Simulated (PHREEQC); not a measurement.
Solution (60 °C): 0.023 mol/kgw TMAH and 5.4e-05 mol/kgw K2SiO3. It is in equilibrium with CO2 at log p = -3.4 (atm). Otherwise closed; pH follows from the charge balance.

Model: ion-association model, wateq4f.dat, run in PHREEQC.

Precipitation was switched off in this run.

Q: What pH does the model give?

A: pH 9.52.

Q: In which forms is Si present?

A: H3SiO4- 61 %, H4SiO4 39 % of the Si.

Species that the database lacks are ignored. (CH3)4N+ isn't in the database: it is added as a free cation with an ion size of 4 Å. Constants without temperature data keep their 25 °C values here.
